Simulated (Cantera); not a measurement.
# Low-pressure radical oxidation in H2/O2

An isothermal, constant-pressure homogeneous reactor starts with 3.44 % H2, 95.5 % O2, 1.05 % N2, at 925 K and 0.00100 bar.

Model: GRI-Mech 3.0 (53 species, 325 reactions), integrated in Cantera. Radical loss at walls, strong at low pressure, is not modelled. Below about 950 K walls govern HO2 and H2O2 in real vessels. The temperature is held fixed by assumption; the heat of reaction is taken as removed at once.

```csv
t (s),x H2,x O2,x OH,x H,x H2O
1.00e-5,0.0344,0.955,<1e-12,<1e-12,<1e-12
7.40e-5,0.0344,0.955,<1e-12,<1e-12,<1e-12
0.000548,0.0344,0.955,<1e-12,1.31e-12,<1e-12
0.00405,0.0344,0.955,3.39e-12,7.95e-12,2.38e-12
0.0300,0.0344,0.955,2.15e-10,2.93e-10,7.26e-10
0.222,0.00506,0.937,0.00166,0.0107,0.0232
1.64,0.000270,0.941,0.000607,0.00362,0.0323
12.2,2.37e-5,0.953,0.000177,9.10e-5,0.0348
90.0,4.86e-7,0.954,2.59e-5,2.85e-7,0.0350
```
x: mole fraction; the columns are a selection and need not sum to one.

Equilibrium at this temperature and pressure: H2 8.91e-12, O2 0.954, OH 1.15e-7, H <1e-12, H2O 0.0350 (gas phase only).
